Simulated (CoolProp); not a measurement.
Cyclohexane at 334.94 K and 0.0132 MPa is throttled through a valve to 0.0029 MPa with no heat exchange. Each further row changes one setting.

Model: reference Helmholtz-energy equation of state, Zhou 2014, in CoolProp.

```json
[
 {"case": "as stated", "temperature change (K)": "-0.3", "final density (kg/m³)": "0.0878"},
 {"case": "outlet pressure 0.00087 MPa", "temperature change (K)": "-0.4", "final density (kg/m³)": "0.0263"},
 {"case": "outlet pressure 0.00377 MPa", "temperature change (K)": "-0.3", "final density (kg/m³)": "0.114"}
]
```
